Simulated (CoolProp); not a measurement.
Values from CoolProp's reference Helmholtz-energy equation of state, Rui 2013.

Problem. For R236EA, give the phase and the cv (kJ/(kg K)), speed of sound (m/s), Joule-Thomson coefficient (K/MPa) at 363.1 K and 7.03 bar; 379.4 K and 7.03 bar; 387.5 K and 7.03 bar.

Solution. 
- 363.1 K and 7.03 bar: gas; cv 0.922, speed of sound 129, Joule-Thomson coefficient 14.6
- 379.4 K and 7.03 bar: gas; cv 0.938, speed of sound 135, Joule-Thomson coefficient 12.2
- 387.5 K and 7.03 bar: gas; cv 0.946, speed of sound 137, Joule-Thomson coefficient 11.3
